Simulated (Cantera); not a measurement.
A closed system holds: 1 mol Al, 0.59 mol N2, 13 mol H2, equilibrated at 1948.15 K and 0.000440 bar.

Equilibrium computed with Cantera from the NASA thermochemical tables; the gas is ideal and each condensed phase is pure. Candidate condensed phases: Al, AlN; 13 gas species. Equilibrium is a limit: real reactors are often held back by kinetics, nucleation or transport.

Base state: H2 0.844, Al 0.0665, H 0.0495, N2 0.0394, AlH 0.000402 (mole fractions); condensed: gas only.

What changes in the equilibrium state with this change: temperature from 1948.15 K to 2175 K?


```tsv
species	before	after
H2	0.844	0.706
H	0.0495	0.196
Al	0.0665	0.0616
N2	0.0394	0.0365
AlH	0.000402	0.000213
```
